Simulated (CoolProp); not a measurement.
The fluid at 298.15 K and 2.31 MPa flows at 4.6 m/s in a round tube of 100 mm bore and 15 µm roughness, fully developed (64/Re and Nu = 3.66 if laminar; Colebrook and Gnielinski if turbulent). The same conditions are run with several fluids, on thermodynamics alone (safety and materials aside).

Values from CoolProp's reference Helmholtz-energy equation of state of each fluid (R404A: Lemmon 2003; n-octane: Beckmüller 2019; m-xylene: Zhou 2012; R152A: Outcalt 1996; C3F8 (R218): Lemmon 2006). Blends and air are pseudo-pure fits.

```tsv
fluid	Reynolds number	Darcy friction factor	pressure drop (Pa/m)	heat-transfer coefficient (W/(m² K))	mass flow (kg/h)
R404A	3720000	0.0133	1490	8000	137000
n-octane	616000	0.0147	1090	4590	91100
m-xylene	669000	0.0146	1330	4770	112000
R152A	2510000	0.0135	1290	8130	118000
C3F8 (R218)	3470000	0.0133	1900	6320	175000
```

Transport values come from each fluid's own correlations; those of R152A, C3F8 (R218) are estimates that may be off by 10 % or more.
